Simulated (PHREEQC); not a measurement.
Dissolve 0.0016 mol LiOH, 0.002 mol NH4HF2 and 0.00025 mol CsOH per kg of water at 76 °C. Closed to the air; pH follows from the charge balance.

The numbers come from PHREEQC with the ion-association model, wateq4f.dat.

Each row changes one thing in this solution. This is a speciation only: nothing precipitates in the calculation.

```tsv
case	pH	ionic strength (mol/kgw)	HF (mol/kgw)	NH3 (mol/kgw)	HF2- (mol/kgw)	H2F2 (mol/kgw)
as made	5.02	0.00386	0.000140	2.34e-6	2.34e-6	6.88e-9
CsOH replaced by CsF at the same molality	4.60	0.00388	0.000368	8.93e-7	?	4.76e-8
CsOH left out	4.57	0.00363	0.000367	8.42e-7	5.75e-6	4.73e-8
LiOH replaced by LiF at the same molality	3.97	0.00396	0.00161	2.08e-7	2.74e-5	9.08e-7
temperature from 76 to 75 °C	5.01	0.00386	0.000139	2.18e-6	2.33e-6	7.14e-9
CsOH from 0.00025 to 0.000125 mol/kgw	4.75	0.00374	0.000253	?	4.10e-6	2.26e-8
```

Q: Fill in the missing entries.

A: 
- CsOH replaced by CsF at the same molality, HF2- (mol/kgw): 6.17e-6
- CsOH from 0.00025 to 0.000125 mol/kgw, NH3 (mol/kgw): 1.26e-6

Away from 25 °C the constants follow the database's enthalpies or fits; those with neither stay at their 25 °C values.
